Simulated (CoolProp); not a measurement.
Vapour-liquid equilibrium of ammonia (1) + benzene (2) at 317.2 K; x and y are mole fractions of (1).

The numbers come from the multi-fluid Helmholtz-energy mixture model, Gao 2020 and Thol 2012; pair parameters Bell 2016 in CoolProp.

```csv
x,bubble pressure (kPa),y at the bubble point,dew pressure at overall composition x (kPa),liquid density (mol/L)
0.05,225.1,0.871,30.25,11.34
0.2,729.7,0.960,35.98,12.77
0.35,1045,0.973,44.35,14.54
0.5,1211,0.977,57.73,16.79
0.65,1318,0.981,82.55,19.79
0.8,1446,0.985,144.7,24.04
0.95,1647,0.995,584.3,30.60
```

No azeotrope shows between x = 0.05 and 0.95.

The pair parameters rest on a limited set of measurements; away from them the model extrapolates. With so large a gap from Raoult's law the liquid may split in two, which this calculation doesn't test in full.
